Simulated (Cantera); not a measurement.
A Cantera script and what it prints.

```python
import numpy as np
import cantera as ct

gas_names = """
    H2O H2O2
""".split()
cond_names = """
    TiO2(ru) TiO2(L) Ti3O5(a) Ti3O5(b) Ti3O5(L)
""".split()


# ... load() reads the species with a 1 bar reference pressure and builds the phases ...
species = {s.name: s for s in load("nasa_gas.yaml", gas_names) + load("nasa_condensed.yaml", cond_names)}
# Each term lists the table entries of one substance; the one whose range holds T is used.
reactions = {
    '3 TiO2 + H2O(g) = Ti3O5 + H2O2(g)':
        [(-3, ['TiO2(ru)', 'TiO2(L)']), (-1, ['H2O']), (1, ['Ti3O5(a)', 'Ti3O5(b)', 'Ti3O5(L)']), (1, ['H2O2'])],
}


def pick(names, T):
    return next(species[n] for n in names if species[n].thermo.min_temp <= T <= species[n].thermo.max_temp)


results = []
for label, terms in reactions.items():
    print(label)
    print("     T/K   dH/kJ  dS/(J/K)   dG/kJ   log10 K")
    for T in [300, 1098, 1298, 1498, 1698, 1898, 2098, 2298, 2498, 2698, 2898]:
        used = [(nu, pick(names, T)) for nu, names in terms]
        dH = sum(nu * s.thermo.h(T) for nu, s in used) / 1e6
        dS = sum(nu * s.thermo.s(T) for nu, s in used) / 1e3
        dG = dH - T * dS / 1e3
        logK = -dG * 1e6 / (ct.gas_constant * T * np.log(10))
        results.append((label, T, dH, dS, dG, logK, [s.name for _, s in used]))
        print(f"{T:8g} {dH:8.1f} {dS:8.1f} {dG:8.1f} {logK:8.2f}")
```

It prints:

```
3 TiO2 + H2O(g) = Ti3O5 + H2O2(g)
     T/K   dH/kJ  dS/(J/K)   dG/kJ   log10 K
     300    480.6     24.1    473.4   -82.42
    1098    494.9     55.0    434.5   -20.67
    1298    497.4     57.2    423.2   -17.03
    1498    501.5     60.1    411.5   -14.35
    1698    507.2     63.6    399.2   -12.28
    1898    514.5     67.7    386.1   -10.62
    2098    695.3    156.0    368.1    -9.16
    2298    494.2     61.6    352.6    -8.02
    2498    492.0     60.7    340.4    -7.12
    2698    489.7     59.8    328.4    -6.36
    2898    487.4     59.0    316.5    -5.70
```

Source: NASA polynomial tables (part measured, part estimated), evaluated in Cantera. Condensed species are held in their standard states even where they would react or evaporate.
